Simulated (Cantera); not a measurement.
Input: 1 mol toluene, 2.2 mol H₂O, 19 mol N₂, at 0.00133 bar.

Cantera equilibrium calculation (NASA polynomials, part measured and part estimated; ideal gas, pure solids and liquids). Candidate condensed phases: C, C₆H₆, C₇H₈, C₈H₁₈, H₂O; 136 gas species. Rates play no part.

Question: At 600 °C, list the 4 most abundant gas species with their mole fractions, and the condensed phases.

Answer: N₂ 0.694, H₂ 0.226, CO 0.0800, H₂O 0.000103. Condensed: C(graphite).
